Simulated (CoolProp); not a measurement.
Vapour-liquid equilibrium of carbon dioxide (1) + R152A (2) at 0.674 MPa; x and y are mole fractions of (1).

The numbers come from the multi-fluid Helmholtz-energy mixture model, Span 1996 and Outcalt 1996; pair parameters Bell 2016 in CoolProp.

| x | bubble temperature (°C) | y at the bubble point | dew temperature at overall composition x (°C) | liquid density (mol/L) |
|---|---|---|---|---|
| 0.05 | 17.6 | 0.297 | 27.4 | 14.13 |
| 0.125 | 3.2 | 0.580 | 24.6 | 15.08 |
| 0.2 | -7.8 | 0.735 | 21.6 | 15.95 |
| 0.275 | -16.2 | 0.824 | 18.5 | 16.78 |
| 0.35 | -22.8 | 0.878 | 15.2 | 17.59 |
| 0.425 | -28.1 | 0.913 | 11.7 | 18.41 |
| 0.5 | -32.5 | 0.937 | 7.8 | 19.25 |
| 0.575 | -36.2 | 0.954 | 3.5 | 20.13 |
| 0.65 | -39.4 | 0.967 | -1.3 | 21.05 |
| 0.725 | -42.1 | 0.977 | -6.9 | 22.02 |
| 0.8 | -44.6 | 0.985 | -13.7 | 23.07 |
| 0.875 | -46.9 | 0.991 | -22.5 | 24.18 |
| 0.95 | -49.0 | 0.997 | -35.3 | 25.39 |

No azeotrope shows between x = 0.05 and 0.95.

Pair parameters are fitted to limited data, so mixtures are less certain than the pure fluids.
